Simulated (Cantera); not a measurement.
A Cantera script and what it prints.

```python
import numpy as np
import cantera as ct

gas_names = [...]  # 110 gases of nasa_gas.yaml made of C, H, O
cond_names = """
    C(gr) C6H6(L) C7H8(L) C8H18(L),n-octa H2O(s) H2O(L)
""".split()


# ... load() reads the species with a 1 bar reference pressure and builds the phases ...
atoms = {
    'toluene': {'C': 7, 'H': 8},
    'H2O': {'H': 2, 'O': 1},
}
top_T = {'C(gr)': 4500}  # K; cautious upper limits of use, not melting points


# ... equilibrate(T, P, feed) seeds the gas with the atoms and calls Mixture.equilibrate('TP', solver="vcs", rtol=1e-11, max_steps=5000) ...
results = []
feed = {'toluene': 1, 'H2O': 0.037}  # mol
T = 1573  # K
for P in [10, 160, 2500, 40000, 630000, 10000000]:
    mix = equilibrate(T, P, feed)
    results.append((T, P, feed, dict(zip(mix.species_names, mix.species_moles))))

top = {s: max(r[3][s] / sum(r[3][g] for g in gas_names) for r in results) for s in gas_names}
cols = sorted((s for s in top if top[s] > 1e-05), key=lambda s: -top[s])[:5]
seen = [c for c in cond_names if any(r[3].get(c, 0) > 1e-12 for r in results)]
print("log10 of partial pressures in bar; condensed amounts in mol")
print(f"{'P/Pa':>10s}" + "".join(f"{s[:9]:>10s}" for s in cols + seen))
for T, P, feed, n in results:
    ng = sum(n[g] for g in gas_names)
    print(f"{P:10.4g}" + "".join(f"{np.log10(max(n[s] / ng * P / 1e5, 1e-99)):10.3f}" for s in cols)
          + "".join(f"{n.get(c, 0):10.4g}" for c in seen))
```

It prints:

```
log10 of partial pressures in bar; condensed amounts in mol
      P/Pa        H2       CH4        CO         H       H2O     C(gr)
        10    -4.006   -10.748    -6.043    -6.394   -13.031     6.963
       160    -2.800    -8.337    -4.838    -5.791   -10.621     6.963
      2500    -1.606    -5.949    -3.644    -5.194    -8.233     6.963
     4e+04    -0.402    -3.541    -2.440    -4.592    -5.825      6.96
   6.3e+05     0.790    -1.156    -1.240    -3.996    -3.433     6.918
     1e+07     1.932     1.128    -0.024    -3.425    -1.075     6.482
```

Method: chemical equilibrium by Gibbs-energy minimisation in Cantera with the NASA 1993 tables (ideal gas, pure condensed phases). The ideal-gas law is rough above about 30 bar.
